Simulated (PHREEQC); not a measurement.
# Copper plating or etch bath

Make-up at 20 °C: 0.03 mol/kgw CuCl2, 0.00063 mol/kgw HBF4 and 0.038 mol/kgw Na2SO4. Closed to the air; pH follows from the charge balance.

All values are PHREEQC results (ion-association model, phreeqc.dat), not measurements.

This is a speciation only: nothing precipitates in the calculation.

Task: Estimate the pH.

Result: pH 3.15.

Task: In which forms is Na present?

Result: Na+ 96 %, NaSO4- 3.7 % of the Na.

Complexes and solids missing from the database can't appear. Real BF4- forms and hydrolyses slowly; the run takes it at equilibrium.
